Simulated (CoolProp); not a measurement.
Vapour pressure (MPa) of chlorine: the reference equation beside estimates from Tc = 143.7 °C, pc = 7.642 MPa, ω = 0.070. Clausius-Clapeyron is anchored at -22.45 °C with a constant enthalpy of vaporisation of 19.87 kJ/mol.

Computed with CoolProp (reference Helmholtz-energy equation of state, Thol 2021).

```csv
T (°C),reference,Clausius-Clapeyron,Redlich-Kwong
-36.45,0.09065,0.09323,0.08558
-22.45,0.1639,0.1639,0.1603
-8.45,0.2763,0.2713,0.2770
5.55,0.4399,0.4270,0.4478
19.45,0.6653,0.6417,0.6837
33.45,0.9690,0.9318,1.001
47.45,1.363,1.310,1.410
61.45,1.861,1.789,1.924
75.45,2.476,2.384,2.555
89.45,3.221,3.106,3.312
103.45,4.111,3.968,4.208
117.45,5.160,4.982,5.252
131.45,6.387,6.157,6.453
```

Absolute difference from the reference over all 13 rows, mean and median: Clausius-Clapeyron 3.1 and 3.5 %, Redlich-Kwong 2.6 and 2.8 %.
